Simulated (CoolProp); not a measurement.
A closed Brayton cycle with carbon dioxide: compressor inlet 333.15 K and 8.3 MPa, high pressure 26.4 MPa, turbine inlet 655 K, compressor efficiency 0.85, turbine efficiency 0.85, recuperator effectiveness 0.9 (on enthalpy, no pinch check). Each further row changes one setting.

Model: reference Helmholtz-energy equation of state, Span 1996, in CoolProp.

| case | thermal efficiency (%) | net work (kJ/kg) | compressor to turbine work | compressor exit (K) | turbine exit (K) |
|---|---|---|---|---|---|
| as stated | … | 38.6 | 0.64 | 436.5 | 539.3 |
| turbine inlet 605 K | … | 27.6 | 0.71 | 436.5 | 493.2 |
| compressor inlet 343.15 K | 17.5 | … | 0.70 | … | 539.3 |
| high pressure 22.4 MPa | … | 37.0 | 0.60 | 421.3 | … |
| recuperator effectiveness 0.5 | 16.1 | 38.6 | 0.64 | 436.5 | 539.3 |

Problem. Some entries are withheld; supply them.

Solution. 
- as stated, thermal efficiency (%): 20.0
- turbine inlet 605 K, thermal efficiency (%): 15.6
- compressor inlet 343.15 K, net work (kJ/kg): 32.2
- compressor inlet 343.15 K, compressor exit (K): 452.0
- high pressure 22.4 MPa, thermal efficiency (%): 20.9
- high pressure 22.4 MPa, turbine exit (K): 555.4
